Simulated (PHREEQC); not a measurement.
## Acid mine or pickling water (model solution)

Synthetic water in mg/kgw, 25 °C, pH 3.93:

```
constituent  mg/kgw
-----------  ------
Na             1850
K               125
Ca             96.5
Mg             49.1
Cl              708
S(6) as SO4    3820
Li             2.31
```

Valence states are taken as typed.

Computed with PHREEQC (Pitzer model, pitzer.dat).

This is a speciation only: nothing precipitates in the calculation.

**Question.** What specific conductance, osmotic coefficient does the model give?

**Answer.** specific conductance 9290 µS/cm; osmotic coefficient 0.838.

Complexes and solids missing from the database can't appear.
